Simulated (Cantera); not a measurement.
Feed: 1 mol CF4, 0.38 mol F2, 0.11 mol H2, held at 1198 K and 0.133 bar.

These are equilibrium values from Cantera (NASA tables, ideal gas, pure condensed phases), not measurements of a reactor. Candidate condensed phases: C, C6H6, C7H8, C8H18; 95 gas species. Gases not in the tables: C2F6 and larger saturated fluorocarbons. Rates play no part.

Base state: CF4 0.587, F 0.251, HF 0.129, F2 0.0327 (mole fractions); condensed: gas only.

Task: What changes in the equilibrium state with this change: CF4 replaced by CH2F2?

Result: 
| species | before | after |
|---|---|---|
| HF | 0.129 | 0.943 |
| CF4 | 0.587 | 0.0573 |
| F | 0.251 | 7.31e-9 |
| F2 | 0.0327 | <1e-9 |
| C(graphite), mol | 0 | 0.865 |
